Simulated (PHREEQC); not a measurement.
0.013 g of hydrous ferric oxide (600 m²/g; 0.2 weak and 0.005 strong sites per Fe, Dzombak-Morel constants, diffuse double layer) in 1 kg of water with 0.01 mol/kgw of an inert sodium salt, at 25 °C; the pH is set by adding NaOH or the inert anion's acid. O2 is buffered at 0.21 atm. No CO2 enters from the air. Precipitation was switched off in this run.

Base run: PHREEQC, ion-association model, wateq4f.dat. Each further column changes one thing. The table gives surface charge σ (C/m²).

```csv
pH,base,background salt from 0.01 to 0.001 mol/kgw,oxide from 0.013 to 0.065 g/kgw,7e-05 mol/kgw MgCl2 added
4,0.216,0.117,0.216,0.217
5,0.113,0.050,0.113,0.114
5.5,0.077,0.031,0.077,0.077
6,0.049,___,0.050,0.050
7,0.017,___,0.017,0.017
8,0.001,0.000,0.001,0.003
8.5,-0.005,-0.002,-0.005,0.000
9,-0.013,-0.004,-0.013,0.000
10,-0.040,-0.015,-0.040,___
```

Problem. Some entries are withheld; supply them.

Solution. 
- 6, background salt from 0.01 to 0.001 mol/kgw: 0.019
- 7, background salt from 0.01 to 0.001 mol/kgw: 0.006
- 10, 7e-05 mol/kgw MgCl2 added: -0.001
